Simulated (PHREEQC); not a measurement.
Make-up at 25 °C: 0.00099 mol HBr, 0.0011 mol FeCl3 and 0.00037 mol KCl per kg of water. Closed to the air; pH follows from the charge balance.

The numbers come from PHREEQC with the ion-association model, phreeqc.dat.

Each row changes one thing in this solution. No solid was allowed to form.

```
case                                            pH  ionic strength (mol/kgw)  SI of Sylvite (KCl)
--------------------------------------------  ----  ------------------------  -------------------
as made                                       2.75                   0.00627                -6.84
0.00026 mol/kgw KOH added                     2.80                   0.00621                -6.61
diluted 100-fold with water                   4.51                   4.76e-5               -10.77
diluted 10-fold with water                    3.59                  0.000522                -8.79
HBr replaced by CdBr2 at the same molality    2.99                   0.00740                -6.87
FeCl3 replaced by CdCl2 at the same molality  3.03                   0.00418                -7.01
diluted 2-fold with water                     3.00                   0.00295                -7.42
KCl from 0.00037 to 0.00074 mol/kgw           2.75                   0.00664                -6.50
```

Species that the database lacks are ignored. Some of these states are supersaturated (in Hematite (slow to form), Goethite (slow to form), Fe(OH)3(a), for instance).
